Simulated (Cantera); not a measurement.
A closed system holds: 1 mol CH3Cl, 0.019 mol F2, equilibrated at 2450 °C and 78.0 Pa.

Cantera equilibrium calculation (NASA polynomials, part measured and part estimated; ideal gas, pure solids and liquids). Candidate condensed phases: C, C6H6, C7H8, C8H18; 118 gas species. Rates play no part.

Base state: H 0.614, Cl 0.233, H2 0.0766, HCl 0.0419, C3 0.0153, HF 0.0101, C 0.00355, C2H2 (acetylene) 0.00196 (mole fractions); condensed: C(graphite).

What changes in the equilibrium state with this change: temperature from 2450 °C to 2550 °C?


```json
[
 {"species": "H", "before": "0.614", "after": "0.629"},
 {"species": "Cl", "before": "0.233", "after": "0.227"},
 {"species": "C3", "before": "0.0153", "after": "0.0536"},
 {"species": "H2", "before": "0.0766", "after": "0.0393"},
 {"species": "HCl", "before": "0.0419", "after": "0.0206"},
 {"species": "C", "before": "0.00355", "after": "0.0108"},
 {"species": "HF", "before": "0.0101", "after": "0.00874"},
 {"species": "C5", "before": "0.000111", "after": "0.000555"},
 {"species": "C4", "before": "2.17e-5", "after": "0.000106"},
 {"species": "C2", "before": "0.00147", "after": "0.00526"},
 {"species": "CF", "before": "1.77e-5", "after": "4.82e-5"},
 {"species": "C(graphite), mol", "before": "0.780", "after": "0.215"}
]
```
